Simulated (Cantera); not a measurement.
A perfectly stirred reactor is fed with 0.527 % CO, 0.166 % O2, 0.00365 % H2O, 99.3 % N2, at 400000 Pa; it is held at 1050 K, and followed from long to short residence time.

Model: GRI-Mech 3.0 (53 species, 325 reactions), integrated in Cantera.

Predict: x(CO) at τ = 26.0 s; x(O2) at τ = 26.0 s; x(H2O) at τ = 26.0 s; x(NO) at τ = 26.0 s; x(O) at τ = 26.0 s; x(CO) at τ = 79.0 ms; x(O2) at τ = 79.0 ms; x(H2O) at τ = 79.0 ms.


```
Item                    Result
---------------------  -------
x(CO) at τ = 26.0 s    0.00397
x(O2) at τ = 26.0 s    0.00101
x(H2O) at τ = 26.0 s   3.58e-5
x(NO) at τ = 26.0 s    2.64e-9
x(O) at τ = 26.0 s     1.07e-8
x(CO) at τ = 79.0 ms   0.00527
x(O2) at τ = 79.0 ms   0.00166
x(H2O) at τ = 79.0 ms  3.65e-5
```
